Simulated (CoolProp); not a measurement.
Water along the isotherm 659.9 K: fugacity coefficient from the reference equation and from simpler models built on Tc = 647.1 K, pc = 22060 kPa, ω = 0.344; each cubic takes its own stable root.

Model: reference Helmholtz-energy equation of state, Wagner 2002, in CoolProp.

```json
[
 {"p (kPa)": "1380", "phase": "gas", "reference": "0.9808"},
 {"p (kPa)": "2760", "phase": "gas", "reference": "0.9615"},
 {"p (kPa)": "4140", "phase": "gas", "reference": "0.9422"},
 {"p (kPa)": "5520", "phase": "gas", "reference": "0.9229"},
 {"p (kPa)": "6890", "phase": "gas", "reference": "0.9037"},
 {"p (kPa)": "8270", "phase": "gas", "reference": "0.8843"},
 {"p (kPa)": "9650", "phase": "gas", "reference": "0.8649"},
 {"p (kPa)": "11000", "phase": "gas", "reference": "0.8459"}
]
```

### Question
How far does each simpler model (van der Waals, Soave-Redlich-Kwong, Peng-Robinson) lie from the reference over these 8 states: mean and median of the absolute difference, and the worst?

### Answer
- van der Waals: mean 0.9 %, median 0.8 %, worst +1.7 % at 659.9 K and 11000 kPa
- Soave-Redlich-Kwong: mean 0.1 %, median 0.1 %, worst -0.1 % at 659.9 K and 5520 kPa
- Peng-Robinson: mean 1.1 %, median 1.2 %, worst -1.8 % at 659.9 K and 11000 kPa
